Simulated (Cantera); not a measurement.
Input: 1 mol C₂H₂, 1.3 mol CO₂, 31 mol N₂, equilibrated at 998.15 K and 1 atm.

These are equilibrium values from Cantera (NASA tables, ideal gas, pure condensed phases), not measurements of a reactor. Candidate condensed phases: C, C₆H₆, C₇H₈, C₈H₁₈, H₂O; 136 gas species. Equilibrium is a limit: real reactors are often held back by kinetics, nucleation or transport.

Base state: N₂ 0.899, CO 0.0689, H₂ 0.0281, CO₂ 0.00284, H₂O 0.000798, CH₄ 7.77e-5 (mole fractions); condensed: C(graphite).

Q: What changes in the equilibrium state with this change: N₂ from 31 to 0.91 mol?

A: 
```
species             before    after
----------------  --------  -------
CO                  0.0689    0.416
N₂                   0.899    0.231
H₂                  0.0281    0.209
H₂O               0.000798   0.0359
CO₂                0.00284    0.104
CH₄                7.77e-5  0.00431
NH₃                2.66e-6  2.74e-5
C(graphite), mol     0.823     1.23
```
